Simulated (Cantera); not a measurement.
# Thermodynamics of fluorocarbon and chlorocarbon gases, feed C₂F₆ + Si

Feed: 1 mol C₂F₆, 0.47 mol Si, at 1.00 bar.

These are equilibrium values from Cantera (NASA tables, ideal gas, pure condensed phases), not measurements of a reactor. Candidate condensed phases: C, Si, SiC; 23 gas species. The feed counts by its element totals alone. Condensed phases not in the tables: fluorocarbon polymer. Gases not in the tables: C₂F₆ and larger saturated fluorocarbons. The numbers say what is thermodynamically allowed, not how fast it happens.

From 700 K to 1900 K the condensed part is C(graphite). The main Si-bearing gas is SiF₄ throughout.

```
T (K)  x CF₄  x SiF₄     x CF₂     x CF₃  n C(graphite)
-----  -----  ------  --------  --------  -------------
700    0.687   0.313    <1e-12    <1e-12          0.970
900    0.687   0.313  1.02e-11  1.21e-10          0.970
1100   0.687   0.313   9.83e-9   3.11e-8          0.970
1300   0.687   0.313   1.12e-6   1.44e-6          0.970
1500   0.687   0.313   3.54e-5   2.37e-5          0.970
1700   0.686   0.313  0.000490  0.000200          0.970
1900   0.682   0.313   0.00385   0.00107          0.967
```
x: gas mole fraction; n: condensed amount in mol.
